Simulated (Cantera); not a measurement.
Input: 1 mol BF₃, 0.066 mol O₂, 0.66 mol N₂, at 0.420 Torr.

These are equilibrium values from Cantera (NASA tables, ideal gas, pure condensed phases), not measurements of a reactor. Candidate condensed phases: B, BN, B₂O₃; 31 gas species. The tables' values for BF₂ are old estimates; treat these amounts as uncertain. Kinetics and transport are ignored. All values below are at 2000 K.

Base state: BF₃ 0.524, N₂ 0.364, F 0.0584, BOF 0.0291, O₂ 0.0192, O 0.00391, NO 0.00157, BF₂ 0.000118 (mole fractions); condensed: gas only.

Q: What changes in the equilibrium state with this change: BF₃ replaced by borazine?

A: 
| species | before | after |
|---|---|---|
| H₂ | 0 | 0.700 |
| N₂ | 0.364 | 0.210 |
| H | 0 | 0.0575 |
| BF₃ | 0.524 | 0 |
| F | 0.0584 | 0 |
| BOF | 0.0291 | 0 |
| O₂ | 0.0192 | <1e-9 |
| HBO | 0 | 0.0140 |
| BO | 3.16e-8 | 0.0167 |
| O | 0.00391 | <1e-9 |
| NO | 0.00157 | <1e-9 |
| B₂O₂ | <1e-9 | 0.000759 |
| B(s), mol | 0 | 0.258 |
| BN(s), mol | 0 | 2.61 |
The feed counts by its element totals alone. Mutual solubility and eutectic melting of coexisting phases are not modelled. The tables' values for BH₂ are old estimates; treat these amounts as uncertain. Further candidate phases: B₃O₃H₃, H₂O.
